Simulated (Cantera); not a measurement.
Fluorocarbon and chlorocarbon gases: CCl4 + Si + H2 + F2

Input: 1 mol CCl4, 0.49 mol Si, 0.099 mol H2, 0.011 mol F2, at 1250 K and 0.100 bar.

These are equilibrium values from Cantera (NASA tables, ideal gas, pure condensed phases), not measurements of a reactor. Candidate condensed phases: C, C6H6, C7H8, C8H18, Si, SiC; 143 gas species. Rates play no part.

x(Cl2): 0.561
x(SiCl4): 0.296
x(HCl): 0.121
x(Cl): 0.0185
x(SiF4): 0.00332
x(HF): 0.000161
x(CCl4): 2.56e-5
n(C(graphite)): 1.000 mol
gas amount: 1.635 mol
log10 activity of Si(s) (absent): -19.87
